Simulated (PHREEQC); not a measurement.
1 kg of water holding 0.042 mol/kgw NaCl meets 20 L of dry gas (CO2 0.21, CH4 0.49, H2S 0.3 by moles) at fixed total pressure, at 40 °C; fugacities by Peng-Robinson. The gases take part in no redox reaction, some water evaporates into the gas, and hydrates or a liquid gas phase aren't modelled. Nothing may precipitate in this run.

The numbers come from PHREEQC with the ion-association model, phreeqc.dat.

```json
[
 {"P (atm)": "1", "dissolved CO2 (all carbonate carbon) (mol/kgw)": "0.00459", "φ of CO2": "0.995", "p of CO2 (atm)": "0.195", "dissolved CH4 (mol/kgw)": "0.000565", "φ of CH4": "0.999", "p of CH4 (atm)": "0.467"},
 {"P (atm)": "2", "dissolved CO2 (all carbonate carbon) (mol/kgw)": "0.00946", "φ of CO2": "0.990", "p of CO2 (atm)": "0.405", "dissolved CH4 (mol/kgw)": "0.00117", "φ of CH4": "0.997", "p of CH4 (atm)": "0.971"},
 {"P (atm)": "3", "dissolved CO2 (all carbonate carbon) (mol/kgw)": "0.0143", "φ of CO2": "0.986", "p of CO2 (atm)": "0.615", "dissolved CH4 (mol/kgw)": "0.00178", "φ of CH4": "0.995", "p of CH4 (atm)": "1.47"},
 {"P (atm)": "5", "dissolved CO2 (all carbonate carbon) (mol/kgw)": "0.0237", "φ of CO2": "0.976", "p of CO2 (atm)": "1.03", "dissolved CH4 (mol/kgw)": "0.00297", "φ of CH4": "0.992", "p of CH4 (atm)": "2.48"},
 {"P (atm)": "7.5", "dissolved CO2 (all carbonate carbon) (mol/kgw)": "0.0352", "φ of CO2": "0.965", "p of CO2 (atm)": "1.56", "dissolved CH4 (mol/kgw)": "0.00444", "φ of CH4": "0.988", "p of CH4 (atm)": "3.74"},
 {"P (atm)": "10", "dissolved CO2 (all carbonate carbon) (mol/kgw)": "0.0463", "φ of CO2": "0.953", "p of CO2 (atm)": "2.08", "dissolved CH4 (mol/kgw)": "0.00589", "φ of CH4": "0.984", "p of CH4 (atm)": "4.99"},
 {"P (atm)": "15", "dissolved CO2 (all carbonate carbon) (mol/kgw)": "0.0676", "φ of CO2": "0.931", "p of CO2 (atm)": "3.13", "dissolved CH4 (mol/kgw)": "0.00872", "φ of CH4": "0.976", "p of CH4 (atm)": "7.49"}
]
```

Species that the database lacks are ignored. Constants without temperature data keep their 25 °C values here.
